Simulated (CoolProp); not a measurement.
A simple Rankine cycle with R365MFC: condensing at 312.15 K, boiler at 2.3 MPa, turbine inlet 445 K, turbine efficiency 0.9, pump efficiency 0.8, no recuperator. Each further row changes one setting.

The numbers come from the reference Helmholtz-energy equation of state, Lemmon 2016 in CoolProp.

| case | thermal efficiency (%) | net work (kJ/kg) | heat in (kJ/kg) | turbine exit temperature (K) | volume ratio over the turbine |
|---|---|---|---|---|---|
| as stated | 17.5 | 53.0 | 303 | 368.4 | 31.4 |
| turbine inlet 465 K | 17.3 | 58.3 | 337 | 393.3 | 27.9 |
| condensing temperature 304.15 K | 18.6 | 58.3 | 314 | (withheld) | (withheld) |
| boiler pressure 1.61 MPa | 16.1 | 51.4 | 319 | 384.5 | 18.4 |
| turbine efficiency 0.8 | 15.5 | 46.8 | 303 | (withheld) | (withheld) |

**Question.** Fill in the missing entries.

**Answer.** 
- condensing temperature 304.15 K, turbine exit temperature (K): 363.2
- condensing temperature 304.15 K, volume ratio over the turbine: 42.0
- turbine efficiency 0.8, turbine exit temperature (K): 373.8
- turbine efficiency 0.8, volume ratio over the turbine: 31.9
